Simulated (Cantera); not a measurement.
A Cantera script and its output.

```python
import numpy as np
import cantera as ct

gas = ct.Solution("h2o2.yaml")
gas.TPX = 1075, 100000, {'H2': 1.4, 'O2': 1, 'N2': 0.65}
reactor = ct.IdealGasConstPressureReactor(gas, energy="off", clone=False)
net = ct.ReactorNet([reactor])
net.rtol, net.atol = 1e-08, 1e-18
show = ['H2', 'O2', 'OH', 'H2O', 'H2O2', 'HO2']
times = np.geomspace(3e-05, 10, 14)

steps = ct.SolutionArray(gas, extra=["t"])
rows = []
print(f"{'t/s':>10s}{'T/K':>9s}{'P/Pa':>11s}" + "".join(f"{s:>11s}" for s in show))
for t in times:
    while net.time < t:
        t_next = net.step()
        steps.append(gas.state, t=t_next)
    rows.append([np.interp(t, steps.t, y) for y in (steps.T, steps.P, *steps(*show).X.T)])
    print(f"{t:10.3e}{rows[-1][0]:9.1f}{rows[-1][1]:11.4g}" + "".join(f"{x:11.3e}" for x in rows[-1][2:]))
rate = np.gradient(steps.T, steps.t)
print("integrator steps:", len(steps.t))
if steps.T.max() > steps.T[0] + 200:
    print(f"time of steepest temperature rise: {steps.t[rate.argmax()]:.4e} s")
gas.TPX = 1075, 100000, {'H2': 1.4, 'O2': 1, 'N2': 0.65}
gas.equilibrate("TP")
print(f"equilibrium (TP): T = {gas.T:.1f} K  " + "  ".join(f"{s} {gas[s].X[0]:.3e}" for s in show))
```

Output:

```
       t/s      T/K       P/Pa         H2         O2         OH        H2O       H2O2        HO2
 3.000e-05   1075.0      1e+05  4.590e-01  3.279e-01  7.329e-07  2.113e-05  2.595e-08  8.107e-06
 7.979e-05   1075.0      1e+05  1.408e-01  1.884e-01  9.296e-04  4.097e-01  4.831e-05  5.074e-04
 2.122e-04   1075.0      1e+05  1.173e-01  1.785e-01  1.792e-06  4.433e-01  3.064e-04  2.335e-04
 5.645e-04   1075.0      1e+05  1.158e-01  1.778e-01  2.258e-06  4.451e-01  4.108e-04  2.150e-04
 1.501e-03   1075.0      1e+05  1.102e-01  1.753e-01  3.465e-06  4.522e-01  5.884e-04  2.454e-04
 3.993e-03   1075.0      1e+05  9.214e-02  1.674e-01  4.247e-06  4.756e-01  6.443e-04  2.466e-04
 1.062e-02   1075.0      1e+05  5.674e-02  1.521e-01  3.924e-06  5.217e-01  4.347e-04  1.993e-04
 2.825e-02   1075.0      1e+05  1.849e-02  1.356e-01  3.151e-06  5.716e-01  1.463e-04  1.135e-04
 7.513e-02   1075.0      1e+05  2.884e-03  1.289e-01  1.510e-06  5.920e-01  1.321e-05  3.329e-05
 1.998e-01   1075.0      1e+05  4.591e-04  1.279e-01  5.223e-07  5.951e-01  7.275e-07  7.575e-06
 5.315e-01   1075.0      1e+05  6.964e-05  1.277e-01  2.433e-07  5.957e-01  4.447e-08  1.679e-06
 1.414e+00   1075.0      1e+05  3.686e-06  1.277e-01  1.934e-07  5.957e-01  1.386e-09  1.566e-07
 3.760e+00   1075.0      1e+05  1.323e-09  1.277e-01  8.848e-07  5.957e-01  1.224e-09  5.087e-09
 1.000e+01   1075.0      1e+05  1.176e-09  1.277e-01  9.722e-07  5.957e-01  1.466e-09  4.777e-09
integrator steps: 2471
equilibrium (TP): T = 1075.0 K  H2 1.176e-09  O2 1.277e-01  OH 9.722e-07  H2O 5.957e-01  H2O2 1.466e-09  HO2 4.777e-09
```

Model: the H2/O2 subset of GRI-Mech 3.0, which has no nitrogen chemistry, integrated in Cantera. The temperature is held fixed by assumption; the heat of reaction is taken as removed at once.
